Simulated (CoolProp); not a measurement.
Saturation properties of n-dodecane.

Values from CoolProp's reference Helmholtz-energy equation of state, Lemmon 2004. It is a short technical equation, of lower accuracy than the large ones.

| T (K) | p (bar) | surface tension (mN/m) | vapour viscosity (µPa s) |
|---|---|---|---|
| 425.8 | 0.1668 | 14.4 | 6.43 |
| 430.9 | 0.1977 | 14.0 | 6.51 |
| 436 | 0.2330 | 13.6 | 6.59 |
| 441.1 | 0.2734 | 13.3 | 6.67 |
| 446.2 | 0.3193 | 12.9 | 6.74 |
| 451.3 | 0.3712 | 12.5 | 6.82 |
| 456.4 | 0.4298 | 12.1 | 6.90 |
| 461.5 | 0.4956 | 11.8 | 6.98 |
| 466.6 | 0.5692 | 11.4 | 7.06 |
| 471.7 | 0.6514 | 11.1 | 7.14 |
| 476.8 | 0.7427 | 10.7 | 7.22 |

It boils at 489.4 K under 1 atm.

Viscosity comes from a separate model (Huber 2004). Surface tension comes from a separate correlation (Mulero 2012).
